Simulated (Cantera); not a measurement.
Feed: 1 mol CCl4, 0.4 mol H2, 0.01 mol HCl, equilibrated at 0.308 Torr.

These are equilibrium values from Cantera (NASA tables, ideal gas, pure condensed phases), not measurements of a reactor. Candidate condensed phases: C, C6H6, C7H8, C8H18; 91 gas species. Kinetics and transport are ignored.

Q: At 1173 K, list the 3 most abundant gas species with their mole fractions, and the condensed phases.

A: Cl2 0.555, HCl 0.314, Cl 0.130. Condensed: C(graphite).
